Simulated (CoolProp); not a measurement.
500 sccm (0 °C, 1 atm) of nitrogen bubbles through liquid the fluoroketone C6F12O (FK-5-1-12) at 279.5 K and leaves saturated at a total pressure of 0.15 MPa (ideal gas phase). Each further row changes one setting.

Values from CoolProp's reference Helmholtz-energy equation of state, McLinden 2015.

| case | vapour pressure (kPa) | mole fraction of vapour | delivery (mg/min) | delivery (sccm) | change of delivery for a bath 1 K warmer (%) |
|---|---|---|---|---|---|
| as stated | 17.2 | 0.115 | 915 | 64.9 | 5.8 |
| bath temperature 284.5 K | 22.0 | 0.146 | 1210 | 85.8 | 5.7 |
| total pressure 0.3 MPa | 17.2 | 0.0574 | 430 | 30.5 | 5.4 |
